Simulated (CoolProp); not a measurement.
Vapour-liquid equilibrium of R143a (1) + R236FA (2) at -47.35 °C; x and y are mole fractions of (1).

Computed with CoolProp (multi-fluid Helmholtz-energy mixture model, Lemmon and Jacobsen 2000 and Pan 2012; pair parameters Bell 2016).

**Question.** Give the bubble pressure and the first vapour's composition at x = 0.05, 0.5, 0.95. Is there an azeotrope?

**Answer.** x = 0.05: 0.01319 MPa, y = 0.334; x = 0.5: 0.05287 MPa, y = 0.911; x = 0.95: 0.09597 MPa, y = 0.995. No azeotrope shows between x = 0.05 and 0.95.

Pair parameters are fitted to limited data, so mixtures are less certain than the pure fluids.
